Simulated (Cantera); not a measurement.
Feed: 1 mol Si₃N₄, a varied amount of NF₃, 1.5 mol H₂, 31 mol HCl, at 1573.15 K and 32.0 Pa.

Equilibrium computed with Cantera from the NASA thermochemical tables; the gas is ideal and each condensed phase is pure. Candidate condensed phases: NH₄Cl, Si, Si₃N₄; 49 gas species. The tables' values for SiF₃, SiF₂, SiCl₃ are old estimates; treat these amounts as uncertain. Equilibrium is a limit: real reactors are often held back by kinetics, nucleation or transport.

x: gas mole fraction; nothing condenses.

```
n(NF₃) (mol)     x HCl    x HF     x Cl    x N₂  x SiF₄      x H₂   x SiCl₂       x F    x SiF₃
------------  --------  ------  -------  ------  ------  --------  --------  --------  --------
2.4              0.741  0.0260  0.00530  0.0843  0.0295    0.0640    0.0302   1.06e-8    0.0131
4                0.750  0.0387  0.00802  0.0996  0.0560    0.0287   0.00539   2.36e-8    0.0112
5.5              0.677   0.105   0.0377   0.110  0.0682   0.00106   3.66e-6   3.33e-7  0.000968
7.1              0.506   0.191    0.128   0.114  0.0613   5.11e-5   8.10e-9   2.76e-6  0.000105
8.6              0.374   0.255    0.197   0.117  0.0555   1.18e-5  2.86e-10   7.70e-6   3.41e-5
10                   ?       ?        ?   0.119       ?         ?         ?         ?   1.50e-5
12                   ?   0.365        ?   0.122  0.0456         ?    <1e-12         ?   5.04e-6
13               0.101   0.390    0.338   0.123  0.0433   2.93e-7    <1e-12   7.45e-5   2.75e-6
15              0.0138   0.433    0.383   0.125  0.0394   4.28e-9    <1e-12  0.000684   2.73e-7
16            0.000372   0.427    0.378   0.126  0.0377  3.17e-12    <1e-12    0.0248   7.19e-9
```

Question: Some entries are withheld; supply them.

Answer: 
- 12, x HCl: 0.152
- 12, x Cl: 0.312
- 12, x H₂: 7.77e-7
- 12, x F: 4.28e-5
- 10, x HCl: 0.272
- 10, x HF: 0.306
- 10, x Cl: 0.250
- 10, x SiF₄: 0.0509
- 10, x H₂: 3.86e-6
- 10, x SiCl₂: 2.22e-11
- 10, x F: 1.61e-5
